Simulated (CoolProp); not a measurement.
Saturated liquid density (kg/m³) of nitrous oxide: the reference equation beside estimates from Tc = 36.4 °C, pc = 7.245 MPa, ω = 0.161.

Values from CoolProp's reference Helmholtz-energy equation of state, Lemmon 2006. It is a short technical equation, of lower accuracy than the large ones.

| T (°C) | reference | Redlich-Kwong | Soave-Redlich-Kwong | Peng-Robinson |
|---|---|---|---|---|
| -46.15 | 1096 | 987.4 | ___ | 1147 |
| -39.95 | ___ | 963.3 | 988.5 | 1121 |
| -33.65 | 1052 | 937.5 | 963.3 | ___ |
| -27.45 | 1028 | 910.9 | ___ | 1063 |
| -21.25 | 1003 | ___ | 909.1 | 1032 |
| -15.05 | 977.2 | 853.0 | 879.2 | 997.5 |
| -8.75 | 949.2 | 820.7 | 846.6 | 960.2 |
| -2.55 | 919.8 | ___ | 811.9 | 920.2 |

Fill in the missing entries.


- -46.15, Soave-Redlich-Kwong: 1012
- -39.95, reference: 1075
- -33.65, Peng-Robinson: 1093
- -27.45, Soave-Redlich-Kwong: 937.0
- -21.25, Redlich-Kwong: 882.8
- -2.55, Redlich-Kwong: 786.7

Absolute difference from the reference over all 8 rows, mean and median: Redlich-Kwong 11.9 and 11.7 %, Soave-Redlich-Kwong 9.4 and 9.1 %, Peng-Robinson 2.8 and 3.1 %.
